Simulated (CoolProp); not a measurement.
Vapour-liquid equilibrium of propane (1) + R152A (2) at 259.9 K; x and y are mole fractions of (1).

The numbers come from the multi-fluid Helmholtz-energy mixture model, Lemmon 2009 and Outcalt 1996; pair parameters Bell 2016 in CoolProp.

```tsv
x	bubble pressure, mixture model (bar)	bubble pressure, Raoult's law (bar)	y, mixture model	y, Raoult's law
0.05	2.023	1.671	0.237	0.093
0.15	(withheld)	1.821	0.451	0.255
0.25	2.985	1.971	0.548	0.393
0.35	(withheld)	2.121	0.603	0.511
0.45	(withheld)	2.271	0.640	0.614
0.55	(withheld)	2.421	0.671	0.703
0.65	3.452	2.571	0.702	0.783
0.75	3.466	2.721	0.742	0.853
0.85	(withheld)	2.871	0.803	0.917
0.95	3.261	3.021	0.910	0.974
```

### Question
What belongs in the gaps?

### Answer

- 0.15, bubble pressure, mixture model (bar): 2.623
- 0.35, bubble pressure, mixture model (bar): 3.199
- 0.45, bubble pressure, mixture model (bar): 3.327
- 0.55, bubble pressure, mixture model (bar): 3.405
- 0.85, bubble pressure, mixture model (bar): 3.423

The largest gap from Raoult's law is +51.4 % in bubble pressure, at x = 0.25. y crosses x between x = 0.65 and 0.75: the model has an azeotrope there.

Pair parameters are fitted to limited data, so mixtures are less certain than the pure fluids. With so large a gap from Raoult's law the liquid may split in two, which this calculation doesn't test in full.
